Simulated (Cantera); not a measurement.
Pyrogenic steam for wet oxidation

An isothermal, constant-pressure homogeneous reactor starts with H2 : O2 : N2 = 0.68 : 1 : 6.1 (molar parts), at 1150 K and 30000 Pa.

Model: GRI-Mech 3.0 (53 species, 325 reactions), integrated in Cantera. The temperature is held fixed by assumption; the heat of reaction is taken as removed at once.

| t (s) | x H2 | x O2 | x NO | x O | x H |
|---|---|---|---|---|---|
| 3.00e-6 | 0.0874 | 0.129 | <1e-12 | 1.82e-11 | 2.48e-10 |
| 1.04e-5 | 0.0874 | 0.129 | <1e-12 | 1.71e-10 | 9.30e-10 |
| 3.58e-5 | 0.0874 | 0.129 | <1e-12 | 2.03e-9 | 7.30e-9 |
| 0.000124 | 0.0874 | 0.129 | <1e-12 | 4.59e-7 | 1.56e-6 |
| 0.000428 | 0.00704 | 0.0903 | 2.14e-6 | 0.00709 | 0.0161 |
| 0.00148 | 0.000399 | 0.0886 | 3.14e-6 | 0.000319 | 0.000120 |
| 0.00510 | 2.81e-5 | 0.0887 | 3.11e-6 | 2.02e-5 | 1.90e-6 |
| 0.0176 | 2.24e-6 | 0.0887 | 3.10e-6 | 2.42e-6 | 7.55e-8 |
| 0.0609 | 2.71e-7 | 0.0887 | 3.11e-6 | 4.48e-7 | 5.72e-9 |
| 0.211 | 5.45e-8 | 0.0887 | 3.13e-6 | 1.06e-7 | 6.50e-10 |
| 0.727 | 1.38e-8 | 0.0887 | 3.14e-6 | 2.86e-8 | 9.12e-11 |
| 2.51 | 4.37e-9 | 0.0887 | 3.14e-6 | 9.00e-9 | 1.68e-11 |
| 8.68 | 2.54e-9 | 0.0887 | 3.13e-6 | 4.83e-9 | 7.27e-12 |
| 30.0 | 2.43e-9 | 0.0887 | 3.13e-6 | 4.57e-9 | 6.79e-12 |
x: mole fraction; the columns are a selection and need not sum to one.

Equilibrium at this temperature and pressure: H2 2.42e-9, O2 0.0887, NO 8.75e-5, O 4.55e-9, H 6.75e-12 (gas phase only).
